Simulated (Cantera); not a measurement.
A closed system holds: 1 mol Ta, 6.5 mol O2, a varied amount of H2, at 2073.15 K and 3.20 mbar.

Cantera equilibrium calculation (NASA polynomials, part measured and part estimated; ideal gas, pure solids and liquids). Candidate condensed phases: H2O, Ta, Ta2O5; 12 gas species. The numbers say what is thermodynamically allowed, not how fast it happens.

Q: At 110 mol H2, list the 6 most abundant gas species with their mole fractions, and the condensed phases.

A: H2 0.863, H2O 0.0929, H 0.0432, OH 0.000529, TaO2 0.000166, O 1.90e-5. Condensed: Ta2O5(l).
